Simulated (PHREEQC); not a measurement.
Dissolve 0.54 mol/kgw Na2SO4, 0.14 mol/kgw K2SO4 and 0.2 mol/kgw KBr at 5.8 °C. Closed to the air; pH follows from the charge balance.

Equilibrium calculation in PHREEQC: ion-association model, phreeqc.dat.

| Item | Result |
|---|---|
| ionic strength | 1.62 mol/kgw |
| activity of water | 0.964 |
| density | 1.101 g/cm³ |

```
species  molality  activity   log γ
-------  --------  --------  ------
Na+         0.855     0.677  -0.101
K+          0.395     0.231  -0.233
SO4-2       0.370    0.0482  -0.885
NaSO4-      0.225     0.144  -0.195
Br-         0.200     0.105  -0.281
KSO4-      0.0855    0.0546  -0.195
OH-       1.30e-7   7.20e-8  -0.257
HSO4-     9.35e-8   8.59e-8  -0.037
H+        3.65e-8   2.69e-8  -0.133
```

No solid was allowed to form. Ionic strength above about 0.7 mol/kgw puts this run outside the model's range. Species that the database lacks are ignored. Constants without temperature data keep their 25 °C values here.
